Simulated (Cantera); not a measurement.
## Equilibrium for sublimation and decomposition of ceramics: SiO2 + Si + N2

A closed system holds: 1 mol SiO2, 0.0058 mol Si, 8.2 mol N2, held at 190000 Pa.

These are equilibrium values from Cantera (NASA tables, ideal gas, pure condensed phases), not measurements of a reactor. Candidate condensed phases: Si, SiO2, Si2N2O, Si3N4; 16 gas species. Mutual solubility and eutectic melting of coexisting phases are not modelled. The tables hold silica as quartz up to 1696 K and as liquid above; real silica turns to tridymite and cristobalite and melts near 1996 K. The numbers say what is thermodynamically allowed, not how fast it happens.

From 1748 K to 1798 K the condensed part is SiO2(condensed) + Si2N2O(s). From 1848 K to 1948 K the condensed part is SiO2(condensed). From 1998 K to 2048 K the condensed part is SiO2(l). The main Si-bearing gas is SiO throughout.

| T (K) | log p N2 | log p SiO | log p NO | log p SiO2 | log p O | log p Si | n SiO2(condensed) | n Si2N2O(s) | n SiO2(l) |
|---|---|---|---|---|---|---|---|---|---|
| 1748 | 0.28 | -3.28 | -9.25 | -8.76 | -11.45 | -9.12 | 0.997 | 0.00312 | 0 |
| 1798 | 0.28 | -2.87 | -8.93 | -8.28 | -11.00 | -8.48 | 0.996 | 0.00193 | 0 |
| 1848 | 0.28 | -2.57 | -8.55 | -7.83 | -10.49 | -8.06 | 0.994 | 0 | 0 |
| 1898 | 0.28 | -2.57 | -7.91 | -7.40 | -9.73 | -8.22 | 0.994 | 0 | 0 |
| 1948 | 0.28 | -2.57 | -7.30 | -6.99 | -9.00 | -8.37 | 0.994 | 0 | 0 |
| 1998 | 0.28 | -2.57 | -6.72 | -6.61 | -8.31 | -8.52 | 0 | 0 | 0.994 |
| 2048 | 0.28 | -2.57 | -6.17 | -6.24 | -7.66 | -8.65 | 0 | 0 | 0.994 |
log p: log10 of the partial pressure in bar; n: condensed amount in mol.
